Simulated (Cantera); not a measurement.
Input: 1 mol H2O, a varied amount of SO2, 0.046 mol H2, held at 3325 K and 6.40 mbar.

Method: chemical equilibrium by Gibbs-energy minimisation in Cantera with the NASA 1993 tables (ideal gas, pure condensed phases). Candidate condensed phases: H2O, H2SO4, S; 19 gas species. Kinetics and transport are ignored.

Q: At 0.22 mol SO2, list the 5 most abundant gas species with their mole fractions, and the condensed phases.

A: H 0.543, O 0.360, S 0.0509, OH 0.0139, H2 0.0125. Condensed: gas only.
